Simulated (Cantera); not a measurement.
Cantera run:

```python
import numpy as np
import cantera as ct

gas_names = """
    F F2 H HF H2 H2F2 H3F3 H4F4 H5F5 H6F6 H7F7 N NF NF2 NF3 NH NH2 NH3 N2 N2H2 N2H4 Si SiF SiF2 SiF3
    SiF4 SiH SiHF3 SiH2 SiH2F2 SiH3 SiH3F SiH4 SiN Si2 Si2N Si3
""".split()
cond_names = """
    Si(cr) Si(L) Si3N4(a)
""".split()


# ... load() reads the species with a 1 bar reference pressure and builds the phases ...
atoms = {
    'SiF4': {'Si': 1, 'F': 4},
    'NH3': {'N': 1, 'H': 3},
    'N2': {'N': 2},
}
top_T = {'Si3N4(a)': 2400}  # K; cautious upper limits of use, not melting points


# ... equilibrate(T, P, feed) seeds the gas with the atoms and calls Mixture.equilibrate('TP', solver="vcs", rtol=1e-11, max_steps=5000) ...
results = []
T = 1125  # K
P = 13332.2  # Pa
for m in [5, 11, 17, 23, 29, 35, 41, 47, 53, 59, 65]:
    feed = {'SiF4': 1, 'NH3': 1.7, 'N2': m}  # mol
    mix = equilibrate(T, P, feed)
    results.append((T, P, feed, dict(zip(mix.species_names, mix.species_moles))))

top = {s: max(r[3][s] / sum(r[3][g] for g in gas_names) for r in results) for s in gas_names}
cols = sorted((s for s in top if top[s] > 0.001), key=lambda s: -top[s])[:9]
seen = [c for c in cond_names if any(r[3].get(c, 0) > 1e-12 for r in results)]
print("log10 of partial pressures in bar; condensed amounts in mol")
print(f"{'n(N2)':>10s}" + "".join(f"{s[:9]:>10s}" for s in cols + seen))
for T, P, feed, n in results:
    ng = sum(n[g] for g in gas_names)
    print(f"{feed['N2']:10.4g}" + "".join(f"{np.log10(max(n[s] / ng * P / 1e5, 1e-99)):10.3f}" for s in cols)
          + "".join(f"{n.get(c, 0):10.4g}" for c in seen))
```

It prints:

```
log10 of partial pressures in bar; condensed amounts in mol
     n(N2)        N2        H2      SiF4        HF  Si3N4(a)
         5    -1.081    -1.443    -1.851    -3.848 0.0005093
        11    -0.989    -1.657    -2.065    -3.993 0.0006901
        17    -0.954    -1.800    -2.208    -4.095 0.0008067
        23    -0.935    -1.908    -2.315    -4.172 0.0008949
        29    -0.924    -1.994    -2.401    -4.235 0.0009668
        35    -0.916    -2.066    -2.473    -4.287  0.001028
        41    -0.910    -2.127    -2.535    -4.333  0.001081
        47    -0.906    -2.181    -2.589    -4.372  0.001129
        53    -0.903    -2.229    -2.637    -4.408  0.001172
        59    -0.900    -2.272    -2.680    -4.440  0.001212
        65    -0.898    -2.312    -2.719    -4.469  0.001248
```

Cantera equilibrium calculation (NASA polynomials, part measured and part estimated; ideal gas, pure solids and liquids). The tables' values for SiF3 are old estimates; treat these amounts as uncertain.
